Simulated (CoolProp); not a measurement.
A single-stage vapour-compression cycle with n-butane: evaporating at 284.15 K (dew point), condensing at 339.15 K (bubble point), superheat 8 K, subcooling 0 K, compressor efficiency 0.65, no pressure losses. Each further row changes one setting.

Values from CoolProp's reference Helmholtz-energy equation of state, Bücker 2006.

```csv
case,cooling COP,pressure ratio,discharge temperature (K),refrigerating effect (kJ/kg),volumetric capacity (kJ/m³)
as stated,[?],4.80,355.3,250,966
evaporating temperature 289.15 K,[?],4.05,[?],[?],1170
condensing temperature 334.15 K,2.90,4.25,[?],263,1020
subcooling 5 K,[?],4.80,355.3,263,1020
superheat 18 K,2.61,4.80,365.4,[?],[?]
compressor efficiency 0.55,2.15,4.80,363.6,250,966
```

**Question.** Some entries are withheld; supply them.

**Answer.** 
- as stated, cooling COP: 2.54
- evaporating temperature 289.15 K, cooling COP: 2.92
- evaporating temperature 289.15 K, discharge temperature (K): 354.0
- evaporating temperature 289.15 K, refrigerating effect (kJ/kg): 257
- condensing temperature 334.15 K, discharge temperature (K): 350.3
- subcooling 5 K, cooling COP: 2.68
- superheat 18 K, refrigerating effect (kJ/kg): 267
- superheat 18 K, volumetric capacity (kJ/m³): 994
